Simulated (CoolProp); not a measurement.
R152A along the isotherm 500 K: fugacity coefficient from the reference equation and from simpler models built on Tc = 386.4 K, pc = 4.517 MPa, ω = 0.275; each cubic takes its own stable root.

The numbers come from the reference Helmholtz-energy equation of state, Outcalt 1996 in CoolProp. It is a modified Benedict-Webb-Rubin equation, recast in Helmholtz form.

```tsv
p (MPa)	phase	reference	van der Waals	Soave-Redlich-Kwong
0.753	gas	0.9764	0.9742	0.9787
1.51	gas	0.9530	0.9486	0.9578
2.26	gas	0.9304	0.9234	0.9377
3.01	gas	0.9082	0.8985	0.9180
3.76	gas	0.8865	0.8738	0.8988
4.52	supercritical	0.8651	0.8491	0.8800
5.27	supercritical	0.8444	0.8249	0.8620
6.02	supercritical	0.8243	0.8011	0.8446
6.78	supercritical	0.8045	0.7773	0.8275
7.53	supercritical	0.7856	0.7543	0.8114
8.28	supercritical	0.7672	0.7320	0.7959
9.03	supercritical	0.7496	0.7106	0.7812
9.79	supercritical	0.7323	0.6902	0.7669
10.5	supercritical	0.7169	0.6724	0.7544
11.3	supercritical	0.7003	0.6540	0.7410
```
